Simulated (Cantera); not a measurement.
Charge: 1 mol B2O3, 18 mol Cl2, 3.1 mol O2, held at 875 °C and 56.0 Pa.

Method: chemical equilibrium by Gibbs-energy minimisation in Cantera with the NASA 1993 tables (ideal gas, pure condensed phases). Candidate condensed phases: B, B2O3; 18 gas species. The tables' values for BOCl are old estimates; treat these amounts as uncertain. Equilibrium is a limit: real reactors are often held back by kinetics, nucleation or transport.

Base state: Cl2 0.761, O2 0.140, Cl 0.0990, ClO 3.82e-5, BOCl 2.72e-5 (mole fractions); condensed: B2O3(l).

Question: What changes in the equilibrium state with this change: temperature from 875 °C to 1302 °C?

Answer: 
| species | before | after |
|---|---|---|
| Cl | 0.0990 | 0.840 |
| O2 | 0.140 | 0.0831 |
| Cl2 | 0.761 | 0.0442 |
| B2O3 | 2.78e-6 | 0.0195 |
| BOCl | 2.72e-5 | 0.0113 |
| BO2 | 5.56e-7 | 0.00192 |
| O | 1.26e-7 | 0.000130 |
| B2O3(l), mol | 1.000 | 0 |
